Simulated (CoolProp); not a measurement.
The numbers come from the reference Helmholtz-energy equation of state, Guder 2009 in CoolProp.

Task: For sulfur hexafluoride, give the phase and the cv (kJ/(kg K)), Joule-Thomson coefficient (K/MPa), isothermal compressibility (1/MPa), Prandtl number at 228.6 K and 1.17 bar; 228.6 K and 4.69 bar; 228.6 K and 16.4 bar.

Result: 
- 228.6 K and 1.17 bar: gas; cv 0.484, Joule-Thomson coefficient 21.7, isothermal compressibility 8.84, Prandtl number 0.829
- 228.6 K and 4.69 bar: liquid; cv 0.538, Joule-Thomson coefficient -0.234, isothermal compressibility 0.00310, Prandtl number 4.33
- 228.6 K and 16.4 bar: liquid; cv 0.538, Joule-Thomson coefficient -0.245, isothermal compressibility 0.00298, Prandtl number 4.35

Viscosity comes from a separate model (Quiñones-Cisneros 2012). Thermal conductivity comes from a separate model (Assael 2012).
